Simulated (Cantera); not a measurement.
Standard-state values (1 bar) from the NASA 1993 polynomials, evaluated with Cantera. Values are per mole of reaction as written; species without (g) are pure solids or liquids, kept so even where they would boil at 1 bar. TiC: taken at fixed stoichiometry.

Task: Between 1275 and 1400 K, where is each reaction favourable under standard conditions?
- TiC + 3 CH4(g) ⇌ 4 CH3(g) + Ti
- 3 H2(g) + 2 TiC ⇌ 2 CH3(g) + 2 Ti
- 5 Ti + 3 HCN(g) + C2H6(g) ⇌ 5 TiC + 3 NH3(g)

Result: 
- TiC + 3 CH4(g) ⇌ 4 CH3(g) + Ti: ΔG° is 692 kJ at 1275 K and 661 kJ at 1400 K; it stays positive (K < 1). ΔH° is 1005 kJ and ΔS° 246 J/K at 1400 K.
- 3 H2(g) + 2 TiC ⇌ 2 CH3(g) + 2 Ti: ΔG° is 674 kJ at 1275 K and 677 kJ at 1400 K; it stays positive (K < 1). ΔH° is 649 kJ and ΔS° -20 J/K at 1400 K.
- 5 Ti + 3 HCN(g) + C2H6(g) ⇌ 5 TiC + 3 NH3(g): ΔG° is -1011 kJ at 1275 K and -973 kJ at 1400 K; it stays negative (K > 1). ΔH° is -1400 kJ and ΔS° -305 J/K at 1400 K.
